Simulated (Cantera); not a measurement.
What does this Cantera script print?

```python
import numpy as np
import cantera as ct

gas = ct.Solution("h2o2.yaml")
gas.TPX = 1023, 2666, {'H2': 0.24, 'O2': 1}
reactor = ct.IdealGasConstPressureReactor(gas, energy="off", clone=False)
net = ct.ReactorNet([reactor])
net.rtol, net.atol = 1e-08, 1e-18
show = ['H2', 'O2', 'HO2', 'O', 'H', 'H2O', 'H2O2']
times = np.geomspace(4e-06, 1, 12)

steps = ct.SolutionArray(gas, extra=["t"])
rows = []
print(f"{'t/s':>10s}{'T/K':>9s}{'P/Pa':>11s}" + "".join(f"{s:>11s}" for s in show))
for t in times:
    while net.time < t:
        t_next = net.step()
        steps.append(gas.state, t=t_next)
    rows.append([np.interp(t, steps.t, y) for y in (steps.T, steps.P, *steps(*show).X.T)])
    print(f"{t:10.3e}{rows[-1][0]:9.1f}{rows[-1][1]:11.4g}" + "".join(f"{x:11.3e}" for x in rows[-1][2:]))
rate = np.gradient(steps.T, steps.t)
print("integrator steps:", len(steps.t))
if steps.T.max() > steps.T[0] + 200:
    print(f"time of steepest temperature rise: {steps.t[rate.argmax()]:.4e} s")
gas.TPX = 1023, 2666, {'H2': 0.24, 'O2': 1}
gas.equilibrate("TP")
print(f"equilibrium (TP): T = {gas.T:.1f} K  " + "  ".join(f"{s} {gas[s].X[0]:.3e}" for s in show))
```

Result:

```
       t/s      T/K       P/Pa         H2         O2        HO2          O          H        H2O       H2O2
 4.000e-06   1023.0       2666  1.935e-01  8.065e-01  2.242e-11  6.346e-13  2.182e-11  6.894e-14  2.345e-16
 1.238e-05   1023.0       2666  1.935e-01  8.065e-01  6.949e-11  5.682e-12  6.527e-11  1.749e-12  2.247e-15
 3.833e-05   1023.0       2666  1.935e-01  8.065e-01  2.160e-10  4.736e-11  2.025e-10  3.656e-11  2.159e-14
 1.186e-04   1023.0       2666  1.935e-01  8.065e-01  6.804e-10  4.207e-10  9.345e-10  7.066e-10  2.088e-13
 3.672e-04   1023.0       2666  1.935e-01  8.065e-01  2.743e-09  1.356e-08  2.507e-08  3.726e-08  2.228e-12
 1.137e-03   1023.0       2666  1.927e-01  8.060e-01  6.831e-06  2.043e-04  3.769e-04  5.961e-04  4.983e-09
 3.519e-03   1023.0       2666  5.848e-03  7.640e-01  3.015e-05  1.659e-02  1.701e-02  1.926e-01  1.033e-06
 1.089e-02   1023.0       2666  4.487e-04  7.844e-01  1.434e-05  1.104e-03  2.078e-04  2.131e-01  8.600e-07
 3.372e-02   1023.0       2666  3.911e-05  7.855e-01  2.958e-06  8.945e-05  4.648e-06  2.141e-01  3.984e-07
 1.044e-01   1023.0       2666  3.846e-06  7.857e-01  5.197e-07  1.174e-05  2.222e-07  2.142e-01  1.470e-07
 3.231e-01   1023.0       2666  4.794e-07  7.857e-01  1.089e-07  2.234e-06  1.822e-08  2.143e-01  5.228e-08
 1.000e+00   1023.0       2666  9.174e-08  7.857e-01  2.773e-08  5.392e-07  2.144e-09  2.143e-01  1.879e-08
integrator steps: 1530
equilibrium (TP): T = 1023.0 K  H2 2.546e-10  O2 7.857e-01  HO2 2.123e-09  O 1.702e-09  H 4.073e-13  H2O 2.143e-01  H2O2 1.165e-10
```

Computed with Cantera and the H2/O2 subset of GRI-Mech 3.0, which has no nitrogen chemistry. Radical loss at walls, strong at low pressure, is not modelled. The temperature is held fixed by assumption; the heat of reaction is taken as removed at once.
